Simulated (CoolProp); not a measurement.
Vapour-liquid equilibrium of C2F6 (R116) (1) + R143a (2) at 248.3 K; x and y are mole fractions of (1).

Computed with CoolProp (multi-fluid Helmholtz-energy mixture model, Lemmon 2006 and Lemmon and Jacobsen 2000; pair parameters Bell 2016).

```tsv
x	bubble pressure (MPa)	y at the bubble point	dew pressure at overall composition x (MPa)	liquid density (mol/L)
0.05	0.3478	0.259	0.2761	12.89
0.15	0.4870	0.498	0.3065	12.45
0.25	0.5910	0.610	0.3439	12.01
0.35	0.6681	0.677	0.3909	11.60
0.45	0.7265	0.724	0.4515	11.20
0.55	0.7728	0.762	0.5312	10.83
0.65	0.8119	0.799	0.6358	10.49
0.75	0.8462	0.840	0.7585	10.18
0.85	0.8755	0.889	0.8535	9.920
0.95	0.8962	0.956	0.8950	9.708
```

No azeotrope shows between x = 0.05 and 0.95.

The pair parameters rest on a limited set of measurements; away from them the model extrapolates.
